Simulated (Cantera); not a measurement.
Cantera run, input and output.

```python
import numpy as np
import cantera as ct

gas = ct.Solution("h2o2.yaml")
gas.TPX = 1398, 470, {'H2': 0.017, 'O2': 1}
reactor = ct.IdealGasConstPressureReactor(gas, energy="off", clone=False)
net = ct.ReactorNet([reactor])
net.rtol, net.atol = 1e-08, 1e-18
show = ['H2', 'O2', 'OH', 'O', 'H', 'HO2']
times = np.geomspace(2e-06, 30, 10)

steps = ct.SolutionArray(gas, extra=["t"])
rows = []
print(f"{'t/s':>10s}{'T/K':>9s}{'P/Pa':>11s}" + "".join(f"{s:>11s}" for s in show))
for t in times:
    while net.time < t:
        t_next = net.step()
        steps.append(gas.state, t=t_next)
    rows.append([np.interp(t, steps.t, y) for y in (steps.T, steps.P, *steps(*show).X.T)])
    print(f"{t:10.3e}{rows[-1][0]:9.1f}{rows[-1][1]:11.4g}" + "".join(f"{x:11.3e}" for x in rows[-1][2:]))
rate = np.gradient(steps.T, steps.t)
print("integrator steps:", len(steps.t))
if steps.T.max() > steps.T[0] + 200:
    print(f"time of steepest temperature rise: {steps.t[rate.argmax()]:.4e} s")
gas.TPX = 1398, 470, {'H2': 0.017, 'O2': 1}
gas.equilibrate("TP")
print(f"equilibrium (TP): T = {gas.T:.1f} K  " + "  ".join(f"{s} {gas[s].X[0]:.3e}" for s in show))
```

It prints:

```
       t/s      T/K       P/Pa         H2         O2         OH          O          H        HO2
 2.000e-06   1398.0        470  1.672e-02  9.833e-01  4.636e-12  4.639e-12  2.589e-10  2.636e-10
 1.254e-05   1398.0        470  1.672e-02  9.833e-01  1.702e-10  1.707e-10  1.484e-09  1.653e-09
 7.865e-05   1398.0        470  1.672e-02  9.833e-01  4.697e-09  4.786e-09  5.905e-09  1.036e-08
 4.932e-04   1398.0        470  1.672e-02  9.833e-01  7.293e-08  8.074e-08  1.889e-08  6.493e-08
 3.093e-03   1398.0        470  1.669e-02  9.833e-01  1.194e-05  1.428e-05  2.096e-06  4.030e-07
 1.940e-02   1398.0        470  1.071e-04  9.676e-01  2.163e-03  1.425e-02  7.718e-04  2.412e-07
 1.216e-01   1398.0        470  1.019e-04  9.683e-01  2.112e-03  1.355e-02  7.160e-04  2.359e-07
 7.628e-01   1398.0        470  7.723e-05  9.720e-01  1.842e-03  1.010e-02  4.639e-04  2.063e-07
 4.784e+00   1398.0        470  2.259e-05  9.798e-01  1.001e-03  2.843e-03  7.034e-05  1.060e-07
 3.000e+01   1398.0        470  1.597e-06  9.828e-01  2.666e-04  1.963e-04  1.290e-06  2.371e-08
integrator steps: 1155
equilibrium (TP): T = 1398.0 K  H2 1.091e-07  O2 9.831e-01  OH 6.974e-05  O 1.335e-05  H 2.296e-08  HO2 3.039e-08
```

Detailed kinetics in Cantera: the H2/O2 subset of GRI-Mech 3.0, which has no nitrogen chemistry. Radical loss at walls, strong at low pressure, is not modelled.
